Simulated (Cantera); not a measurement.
A closed system holds: 1 mol Si, a varied amount of F2, 8.7 mol H2, held at 623 K and 0.0100 bar.

These are equilibrium values from Cantera (NASA tables, ideal gas, pure condensed phases), not measurements of a reactor. Candidate condensed phases: Si; 25 gas species. Rates play no part.

### Question
Which condensed phases are stable at each of these points (n(F2) (mol)): 1.1, 1.7, 2.2, 2.8, 3.3, 3.8, 4.4, 4.9, 5.5, 6, 6.5, 7.1?

### Answer
```
n(F2) (mol)  condensed phases  Si condensed (%)
-----------  ----------------  ----------------
1.1                     Si(s)              44.5
1.7                     Si(s)              14.3
2.2                  gas only               0.0
2.8                  gas only               0.0
3.3                  gas only               0.0
3.8                  gas only               0.0
4.4                  gas only               0.0
4.9                  gas only               0.0
5.5                  gas only               0.0
6                    gas only               0.0
6.5                  gas only               0.0
7.1                  gas only               0.0
```

From 1.1 mol F2 to 1.7 mol F2 the condensed part is Si(s). From 2.2 mol F2 to 7.1 mol F2 nothing is condensed.
